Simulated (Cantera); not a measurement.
A Cantera script and its output.

```python
import numpy as np
import cantera as ct

gas = ct.Solution("SiF4_NH3_mec.yaml", "gas")
gas.TPX = 2075, 100000, {'NH3': 1, 'N2': 8.8}
inlet = ct.Reservoir(gas, clone=True)

reactor = ct.IdealGasConstPressureReactor(gas, energy="off", clone=False)
exhaust = ct.Reservoir(gas, clone=True)
tau = [0.32, 0.17, 0.094, 0.051, 0.028, 0.015, 0.0081, 0.0044, 0.0024, 0.0013, 0.0007][0]
for a, b in ((inlet, reactor), (reactor, exhaust)):
    ct.MassFlowController(a, b, mdot=lambda t: reactor.mass / tau)
net = ct.ReactorNet([reactor])
show = ['NH3', 'N2', 'N', 'N2H4', 'H2']

rows = []
print(f"{'tau/s':>10s}{'T/K':>9s}" + "".join(f"{s:>11s}" for s in show))
for tau in [0.32, 0.17, 0.094, 0.051, 0.028, 0.015, 0.0081, 0.0044, 0.0024, 0.0013, 0.0007]:
    net.initial_time = 0.0
    net.advance(30 * tau)
    before = gas.X
    net.advance(40 * tau)
    drift = np.max(np.abs(gas.X - before) / (gas.X + 1e-9))
    rows.append([gas.T, *gas[show].X, drift])
    print(f"{tau:10.3e}{gas.T:9.1f}" + "".join(f"{x:11.3e}" for x in gas[show].X))
```

Output:

```
     tau/s      T/K        NH3         N2          N       N2H4         H2
 3.200e-01   2075.0  6.325e-03  8.632e-01  1.315e-06  8.776e-10  1.300e-01
 1.700e-01   2075.0  1.102e-02  8.649e-01  1.373e-06  1.931e-09  1.236e-01
 9.400e-02   2075.0  1.794e-02  8.675e-01  1.406e-06  3.864e-09  1.142e-01
 5.100e-02   2075.0  2.829e-02  8.712e-01  1.407e-06  7.422e-09  1.001e-01
 2.800e-02   2075.0  4.145e-02  8.760e-01  1.364e-06  1.298e-08  8.217e-02
 1.500e-02   2075.0  5.679e-02  8.815e-01  1.258e-06  2.104e-08  6.126e-02
 8.100e-03   2075.0  7.108e-02  8.867e-01  1.077e-06  3.088e-08  4.177e-02
 4.400e-03   2075.0  8.240e-02  8.908e-01  8.297e-07  4.198e-08  2.632e-02
 2.400e-03   2075.0  9.027e-02  8.937e-01  5.600e-07  5.382e-08  1.557e-02
 1.300e-03   2075.0  9.531e-02  8.955e-01  3.275e-07  6.507e-08  8.680e-03
 7.000e-04   2075.0  9.831e-02  8.966e-01  1.707e-07  7.206e-08  4.565e-03
```

Cantera simulation using the gas-phase N/H chemistry of the illustrative SiF4/NH3 mechanism in the Surface Chemkin manual (1991); the numbers are that mechanism's predictions, not measurements. Walls and surfaces, which speed up NH3 decomposition in real reactors, are not modelled.
